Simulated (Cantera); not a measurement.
Cantera with NASA thermochemical tables; ideal gases at 1 bar, condensed phases pure. Values are per mole of reaction as written; species without (g) are pure solids or liquids, kept so even where they would boil at 1 bar.

**Question.** Between 775 and 1175 K, where is each reaction favourable under standard conditions?
- 2 NO₂(g) + 2 Cr₂O₃ ⇌ 5 O₂(g) + 2 Cr₂N
- O₃(g) + 3 Cr₂N ⇌ 3 NO(g) + 6 Cr

**Answer.** 
- 2 NO₂(g) + 2 Cr₂O₃ ⇌ 5 O₂(g) + 2 Cr₂N: ΔG° is 1556 kJ at 775 K and 1356 kJ at 1175 K; it stays positive (K < 1). ΔH° is 1942 kJ and ΔS° 499 J/K at 1175 K.
- O₃(g) + 3 Cr₂N ⇌ 3 NO(g) + 6 Cr: ΔG° is 250 kJ at 775 K and 127 kJ at 1175 K; it stays positive (K < 1). ΔH° is 483 kJ and ΔS° 303 J/K at 1175 K.
